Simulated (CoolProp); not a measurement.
A simple Rankine cycle with water: condensing at 292.15 K, boiler at 1.98 MPa, turbine inlet 490 K, turbine efficiency 0.75, pump efficiency 0.6, no recuperator. Each further row changes one setting.

The numbers come from the reference Helmholtz-energy equation of state, Wagner 2002 in CoolProp.

```
case                             thermal efficiency (%)  net work (kJ/kg)  heat in (kJ/kg)  turbine exit temperature (K)  volume ratio over the turbine
-------------------------------  ----------------------  ----------------  ---------------  ----------------------------  -----------------------------
as stated                                          26.1               712             2730                         292.1                            492
turbine inlet 510 K                                26.2               730             2790                         292.1                            472
condensing temperature 284.15 K                    27.1        (withheld)       (withheld)                         284.1                            794
boiler pressure 1.39 MPa                           25.0               691             2770                         292.1                     (withheld)
turbine efficiency 0.65                            22.6               617             2730                         292.1                     (withheld)
```

Task: Some entries are withheld; supply them.

Result: 
- condensing temperature 284.15 K, net work (kJ/kg): 749
- condensing temperature 284.15 K, heat in (kJ/kg): 2760
- boiler pressure 1.39 MPa, volume ratio over the turbine: 342
- turbine efficiency 0.65, volume ratio over the turbine: 515

The expansion ends wet for: as stated; turbine inlet 510 K; condensing temperature 284.15 K; boiler pressure 1.39 MPa; turbine efficiency 0.65.
